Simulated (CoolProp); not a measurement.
Vapour-liquid equilibrium of R1234yf (1) + R227EA (2) at 194.7 K; x and y are mole fractions of (1).

Computed with CoolProp (multi-fluid Helmholtz-energy mixture model, Lemmon 2022 and Lemmon 2016; pair parameters Bell 2016).

Task: Give the bubble pressure and the first vapour's composition at x = 0.05, 0.35, 0.65. Is there an azeotrope?

Result: x = 0.05: 0.02561 bar, y = 0.126; x = 0.35: 0.03715 bar, y = 0.583; x = 0.65: 0.04818 bar, y = 0.824. No azeotrope shows between x = 0.05 and 0.95.

The pair parameters rest on a limited set of measurements; away from them the model extrapolates.
